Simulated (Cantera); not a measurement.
# Si2Cl6 + NH3 + H2 (silicon nitride deposition)

Charge: 1 mol Si2Cl6, 1.5 mol NH3, 8.6 mol H2, held at 20.0 mbar.

Equilibrium computed with Cantera from the NASA thermochemical tables; the gas is ideal and each condensed phase is pure. Candidate condensed phases: NH4Cl, Si, Si3N4; 28 gas species. The feed counts by its element totals alone. The tables' values for SiCl3, SiCl, SiN are old estimates; treat these amounts as uncertain. Gases not in the tables: Si2H6 and higher silanes. Kinetics and transport are ignored.

```csv
T (°C),log p H2,log p HCl,log p SiCl2,log p SiCl4,log p N2,log p H,log p SiCl3,n Si3N4(s),n Si(l)
725,-1.83,-2.41,-6.36,-2.88,-5.44,-9.58,-5.31,0.374,0
825,-1.83,-2.40,-4.98,-2.91,-5.57,-8.52,-4.52,0.374,0
925,-1.84,-2.37,-3.96,-2.99,-5.44,-7.64,-3.95,0.374,0
1025,-1.86,-2.31,-3.34,-3.23,-4.82,-6.90,-3.67,0.370,0
1125,-1.88,-2.28,-3.02,-3.67,-4.04,-6.26,-3.66,0.344,0
1225,-1.88,-2.32,-2.82,-4.26,-3.48,-5.71,-3.79,0.260,0
1325,-1.88,-2.42,-2.67,-4.96,-3.17,-5.21,-4.02,0.134,0
1425,-1.87,-2.52,-2.60,-5.64,-2.99,-4.78,-4.27,0,0.132
1525,-1.88,-2.49,-2.61,-6.10,-2.99,-4.39,-4.46,0,0.187
1625,-1.88,-2.47,-2.63,-6.50,-2.99,-4.05,-4.63,0,0.232
1725,-1.89,-2.46,-2.64,-6.88,-2.99,-3.74,-4.79,0,0.253
1825,-1.90,-2.45,-2.67,-7.23,-3.00,-3.46,-4.95,0,0.217
```
log p: log10 of the partial pressure in bar; n: condensed amount in mol.

From 725 °C to 1325 °C the condensed part is Si3N4(s). From 1425 °C to 1825 °C the condensed part is Si(l). The main Si-bearing gas is SiCl4 at 725 °C and SiCl2 at 1825 °C.
